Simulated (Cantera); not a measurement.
Charge: 1 mol SiC, 0.17 mol H₂O, 3.4 mol H₂, 0.18 mol CO₂, held at 10.0 Torr.

Method: chemical equilibrium by Gibbs-energy minimisation in Cantera with the NASA 1993 tables (ideal gas, pure condensed phases). Candidate condensed phases: C, C₆H₆, C₇H₈, C₈H₁₈, H₂O, Si, SiC, SiO₂; 123 gas species. Gases not in the tables: Si₂H₆ and higher silanes. Rates play no part.

At 1898 K, list the 7 most abundant gas species with their mole fractions, and the condensed phases.

H₂ 0.865, CO 0.0864, SiO 0.0424, H 0.00629, Si 0.000279, SiH 2.61e-5, SiH₂ 1.51e-5. Condensed: SiC(s).
